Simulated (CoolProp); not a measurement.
Vapour-liquid equilibrium of CH2F2 (R32) (1) + propylene (2) at 29.35 °C; x and y are mole fractions of (1).

Model: multi-fluid Helmholtz-energy mixture model, Tillner-Roth 1997 and Lemmon 2013; pair parameters Bell 2016, in CoolProp.

```tsv
x	bubble pressure (kPa)	y at the bubble point	dew pressure at overall composition x (kPa)	liquid density (mol/L)
0.05	1442	0.125	1344	11.96
0.15	1692	0.291	1476	12.19
0.25	1874	0.398	1626	12.46
0.35	2005	0.478	1791	12.79
0.45	2095	0.544	1960	13.21
0.55	2152	0.603	2102	13.73
0.65	2179	0.662	2176	14.39
0.75	2171	0.726	2160	15.21
0.85	2119	0.806	2076	16.22
0.95	1997	0.919	1959	17.43
```

y crosses x between x = 0.65 and 0.75: the model has an azeotrope there.

Pair parameters are fitted to limited data, so mixtures are less certain than the pure fluids.
